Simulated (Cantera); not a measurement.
Input: 1 mol Si₃H₈, 17 mol H₂, held at 110 Pa.

Equilibrium computed with Cantera from the NASA thermochemical tables; the gas is ideal and each condensed phase is pure. Candidate condensed phases: Si; 9 gas species. The feed counts by its element totals alone. Kinetics and transport are ignored. All values below are at 1075 °C.

Base state: H₂ 1.000, H 6.98e-5 (mole fractions); condensed: Si(s).

Task: What changes in the equilibrium state with this change: Si₃H₈ replaced by SiCl₄?

Result: 
```csv
species,before,after
H₂,1.000,0.838
HCl,0,0.116
SiCl₂,0,0.0448
SiCl₃,0,0.00140
SiCl₄,0,0.000219
SiHCl₃,0,8.99e-5
H,6.98e-5,6.38e-5
"Si(s), mol",3.00,0.116
```
The tables' values for SiCl₃ are old estimates; treat these amounts as uncertain.
